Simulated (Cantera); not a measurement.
Premixed flame

A freely propagating, adiabatic, planar premixed flame of H2 : O2 : N2 = 1 : 0.227 : 0.855 (molar parts), unburnt at 648 K and 0.217 atm; mixture-averaged transport, grid criteria slope 0.08 and curve 0.16, no radiation.

Computed with Cantera and the H2/O2 subset of GRI-Mech 3.0, which has no nitrogen chemistry. Burning velocities carry a grid error of a few per cent, more on coarse grids.

```json
[
 {"z (mm)": "-10.1", "T (K)": "648", "u (m/s)": "8.46", "x H2": "0.480", "x O2": "0.109", "x H": "<1e-8", "x O": "<1e-8", "x HO2": "<1e-8", "x H2O": "<1e-8"},
 {"z (mm)": "-6.71", "T (K)": "648", "u (m/s)": "8.46", "x H2": "0.480", "x O2": "0.109", "x H": "<1e-8", "x O": "<1e-8", "x HO2": "<1e-8", "x H2O": "<1e-8"},
 {"z (mm)": "-5.03", "T (K)": "648", "u (m/s)": "8.46", "x H2": "0.480", "x O2": "0.109", "x H": "<1e-8", "x O": "<1e-8", "x HO2": "<1e-8", "x H2O": "<1e-8"},
 {"z (mm)": "-3.35", "T (K)": "648", "u (m/s)": "8.46", "x H2": "0.480", "x O2": "0.109", "x H": "9.93e-7", "x O": "<1e-8", "x HO2": "1.13e-6", "x H2O": "1.18e-7"},
 {"z (mm)": "-1.68", "T (K)": "660", "u (m/s)": "8.60", "x H2": "0.478", "x O2": "0.109", "x H": "0.000719", "x O": "1.24e-5", "x HO2": "5.33e-5", "x H2O": "0.000767"},
 {"z (mm)": "-0.838", "T (K)": "781", "u (m/s)": "10.1", "x H2": "0.454", "x O2": "0.105", "x H": "0.0126", "x O": "0.000292", "x HO2": "3.69e-5", "x H2O": "0.0123"},
 {"z (mm)": "0", "T (K)": "1132", "u (m/s)": "14.2", "x H2": "0.320", "x O2": "0.0596", "x H": "0.0824", "x O": "0.00399", "x HO2": "1.52e-5", "x H2O": "0.107"},
 {"z (mm)": "0.838", "T (K)": "1372", "u (m/s)": "17.1", "x H2": "0.222", "x O2": "0.00638", "x H": "0.126", "x O": "0.00259", "x HO2": "1.62e-6", "x H2O": "0.211"},
 {"z (mm)": "1.68", "T (K)": "1463", "u (m/s)": "18.2", "x H2": "0.218", "x O2": "0.00105", "x H": "0.122", "x O": "0.00162", "x HO2": "2.50e-7", "x H2O": "0.223"},
 {"z (mm)": "3.35", "T (K)": "1566", "u (m/s)": "19.3", "x H2": "0.227", "x O2": "0.000682", "x H": "0.108", "x O": "0.00150", "x HO2": "1.49e-7", "x H2O": "0.225"},
 {"z (mm)": "6.71", "T (K)": "1683", "u (m/s)": "20.6", "x H2": "0.238", "x O2": "0.000563", "x H": "0.0908", "x O": "0.00131", "x HO2": "1.14e-7", "x H2O": "0.227"},
 {"z (mm)": "13.4", "T (K)": "1807", "u (m/s)": "21.9", "x H2": "0.249", "x O2": "0.000413", "x H": "0.0727", "x O": "0.00101", "x HO2": "8.17e-8", "x H2O": "0.229"},
 {"z (mm)": "26.8", "T (K)": "1927", "u (m/s)": "23.1", "x H2": "0.260", "x O2": "0.000264", "x H": "0.0552", "x O": "0.000677", "x HO2": "5.48e-8", "x H2O": "0.232"}
]
```
x: mole fraction of selected species; z is measured from the peak of heat release.

```json
{
  "laminar_burning_velocity": "846 cm/s",
  "thermal_thickness": "3.35 mm",
  "peak x(H)": "0.127",
  "peak x(O)": "0.00453",
  "peak x(HO2)": "5.34e-5",
  "grid_points": "143"
}
```
